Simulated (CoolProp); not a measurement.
R115 at 298.77 K and 0.354 MPa is compressed adiabatically to 1.4 MPa with isentropic efficiency 0.7. Each further row changes one setting.

Computed with CoolProp (reference Helmholtz-energy equation of state, Lemmon 2016).

```
case             work (kJ/kg)  final temperature (K)  final density (kg/m³)
---------------  ------------  ---------------------  ---------------------
as stated                29.4                  348.6                   90.8
efficiency 1             20.6                  338.6                   96.3
efficiency 0.65          31.7                  351.2                   89.6
```
